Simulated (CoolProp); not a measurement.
Vapour pressure (MPa) of C3F8 (R218): the reference equation beside estimates from Tc = 345.0 K, pc = 2.640 MPa, ω = 0.317. Clausius-Clapeyron is anchored at 281.5 K with a constant enthalpy of vaporisation of 16.10 kJ/mol.

Computed with CoolProp (reference Helmholtz-energy equation of state, Lemmon 2006). It is a short technical equation, of lower accuracy than the large ones.

```csv
T (K),reference,Lee-Kesler,Clausius-Clapeyron,van der Waals,Redlich-Kwong,Soave-Redlich-Kwong
268.9,0.3602,0.3621,0.3904,0.8960,0.5376,0.3631
273.1,0.4138,0.4161,0.4361,0.9635,0.6018,0.4177
277.3,0.4732,0.4759,0.4855,1.034,0.6710,0.4783
281.5,0.5388,0.5419,0.5388,1.108,0.7456,0.5453
285.6,0.6092,0.6125,0.5947,1.183,0.8237,0.6173
289.8,0.6881,0.6918,0.6561,1.263,0.9092,0.6981
294,0.7745,0.7785,0.7219,1.347,1.001,0.7865
298.1,0.8663,0.8707,0.7903,1.432,1.096,0.8806
302.3,0.9686,0.9733,0.8649,1.522,1.199,0.9854
306.5,1.080,1.085,0.9443,1.615,1.309,1.099
```

Absolute difference from the reference over all 10 rows, mean and median: Lee-Kesler 0.5 and 0.5 %, Clausius-Clapeyron 6.2 and 6.1 %, van der Waals 92.9 and 88.9 %, Redlich-Kwong 34.3 and 33.7 %, Soave-Redlich-Kwong 1.4 and 1.4 %.
